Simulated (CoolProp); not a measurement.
A single-stage vapour-compression cycle with n-butane: evaporating at 256.15 K (dew point), condensing at 306.15 K (bubble point), superheat 0 K, subcooling 0 K, compressor efficiency 0.9, no pressure losses. Each further row changes one setting.

The numbers come from the reference Helmholtz-energy equation of state, Bücker 2006 in CoolProp.

| case | cooling COP | pressure ratio | discharge temperature (K) | refrigerating effect (kJ/kg) | volumetric capacity (kJ/m³) |
|---|---|---|---|---|---|
| as stated | 3.74 | 6.00 | 308.5 | 282 | 408 |
| evaporating temperature 261.15 K | 4.33 | 4.84 | 307.6 | 289 | 510 |
| condensing temperature 301.15 K | (withheld) | (withheld) | 303.8 | 294 | 426 |
| subcooling 5 K | 3.90 | 6.00 | 308.5 | 294 | 426 |
| superheat 10 K | 3.78 | 6.00 | (withheld) | 298 | 413 |
| compressor efficiency 0.8 | 3.32 | 6.00 | 313.5 | 282 | 408 |

**Question.** Complete the blanks.

**Answer.** 
- condensing temperature 301.15 K, cooling COP: 4.27
- condensing temperature 301.15 K, pressure ratio: 5.16
- superheat 10 K, discharge temperature (K): 318.6
